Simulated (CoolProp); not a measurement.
Model: reference Helmholtz-energy equation of state, McLinden 2015, in CoolProp.

Problem. Give the vapour pressure (kPa), liquid density (kg/m³), vapour density (kg/m³), enthalpy of vaporisation (kJ/kg) of saturated the fluoroketone C6F12O (FK-5-1-12) at 119.25 °C.

Solution. 
```
T (°C)  p (kPa)  liquid density (kg/m³)  vapour density (kg/m³)  enthalpy of vaporisation (kJ/kg)
------  -------  ----------------------  ----------------------  --------------------------------
119.25      700                    1250                    91.1                              61.7
```
